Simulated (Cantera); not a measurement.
Feed: 1 mol borazine, 140 mol H2, equilibrated at 1875 K and 0.00133 bar.

These are equilibrium values from Cantera (NASA tables, ideal gas, pure condensed phases), not measurements of a reactor. Candidate condensed phases: B, BN; 15 gas species. The feed counts by its element totals alone. The tables' values for BH2 are old estimates; treat these amounts as uncertain. Kinetics and transport are ignored.

Base state: H2 0.972, H 0.0177, N2 0.0103, BH2 0.000211, B 1.08e-5 (mole fractions); condensed: B(s).

**Question.** What changes in the equilibrium state with this change: temperature from 1875 K to 875 K?

**Answer.** 
| species | before | after |
|---|---|---|
| H2 | 0.972 | 1.00 |
| H | 0.0177 | 1.37e-9 |
| N2 | 0.0103 | <1e-9 |
| BH2 | 0.000211 | <1e-9 |
| B | 1.08e-5 | <1e-9 |
| B(s), mol | 2.97 | 0 |
| BN(s), mol | 0 | 3.00 |
